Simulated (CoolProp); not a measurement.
Model: reference Helmholtz-energy equation of state, Lemmon 2009, in CoolProp.

For propane, give the phase and the density (kg/m³), expansivity (1/kK), conductivity (mW/(m K)) at 421 K and 3510 kPa.


- 421 K and 3510 kPa: gas; density 55.7, expansivity 4.97, conductivity 38.6

Thermal conductivity comes from a separate model (Marsh 2002).
